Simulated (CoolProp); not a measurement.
Model: reference Helmholtz-energy equation of state, Akasaka 2015, in CoolProp.

**Question.** For R245fa, give the phase and the isothermal compressibility (1/MPa), expansivity (1/kK), conductivity (mW/(m K)), fugacity coefficient at 196.2 K and 2.38 MPa; 237.7 K and 2.38 MPa.

**Answer.** 
- 196.2 K and 2.38 MPa: liquid; isothermal compressibility 0.000707, expansivity 1.41, conductivity 127, fugacity coefficient 0.000132
- 237.7 K and 2.38 MPa: liquid; isothermal compressibility 0.00108, expansivity 1.57, conductivity 112, fugacity coefficient 0.00366

Thermal conductivity comes from a separate model (Huber 2003), an estimate that may be off by 10 % or more.
